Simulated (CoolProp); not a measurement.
R1132(E) along the isobar 0.864 MPa: density (kg/m³) from the reference equation and from simpler models built on Tc = 75.7 °C, pc = 5.174 MPa, ω = 0.245; each cubic takes its own stable root.

Computed with CoolProp (reference Helmholtz-energy equation of state, Akasaka 2024).

| T (°C) | phase | reference | Redlich-Kwong | Peng-Robinson |
|---|---|---|---|---|
| 21.85 | gas | 25.42 | 25.03 | 25.43 |
| 29.95 | gas | 24.43 | 24.15 | 24.49 |
| 37.95 | gas | 23.56 | 23.35 | 23.64 |
| 46.05 | gas | 22.75 | 22.60 | 22.84 |
| 54.15 | gas | 22.01 | 21.90 | 22.11 |
| 62.25 | gas | 21.33 | 21.26 | 21.43 |
| 70.25 | gas | 20.70 | 20.66 | 20.81 |
| 78.35 | gas | 20.11 | 20.09 | 20.22 |
| 86.45 | gas | 19.56 | 19.56 | 19.67 |
| 94.55 | gas | 19.05 | 19.06 | 19.15 |
| 102.65 | gas | 18.56 | 18.58 | 18.66 |
| 110.65 | gas | 18.11 | 18.14 | 18.20 |
| 118.75 | gas | 17.68 | 17.71 | 17.76 |
| 126.85 | gas | 17.27 | 17.31 | 17.35 |
